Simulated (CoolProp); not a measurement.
Vapour pressure (MPa) of isobutene: the reference equation beside estimates from Tc = 144.9 °C, pc = 4.016 MPa, ω = 0.193. Clausius-Clapeyron is anchored at -0.05 °C with a constant enthalpy of vaporisation of 21.60 kJ/mol.

Model: reference Helmholtz-energy equation of state, Lemmon 2005, in CoolProp. It is a short technical equation, of lower accuracy than the large ones.

```csv
T (°C),reference,Clausius-Clapeyron,van der Waals,Redlich-Kwong,Peng-Robinson
-16.65,0.06833,0.07131,0.3962,0.1035,0.06889
-11.15,0.08589,0.08821,0.4463,0.1280,0.08637
-5.65,0.1068,0.1082,0.5006,0.1566,0.1072
-0.05,0.1320,0.1320,0.5602,0.1903,0.1322
5.45,0.1610,0.1592,0.6231,0.2284,0.1610
11.05,0.1952,0.1914,0.6919,0.2727,0.1951
16.55,0.2341,0.2276,0.7641,0.3221,0.2337
22.15,0.2795,0.2698,0.8425,0.3786,0.2789
27.65,0.3302,0.3169,0.9245,0.4407,0.3294
33.15,0.3876,0.3700,1.011,0.5098,0.3867
38.75,0.4534,0.4309,1.105,0.5878,0.4524
44.25,0.5258,0.4978,1.203,0.6721,0.5248
```

Absolute difference from the reference over all 12 rows, mean and median: Clausius-Clapeyron 3.0 and 3.1 %, van der Waals 264.6 and 240.4 %, Redlich-Kwong 39.0 and 38.6 %, Peng-Robinson 0.3 and 0.2 %.
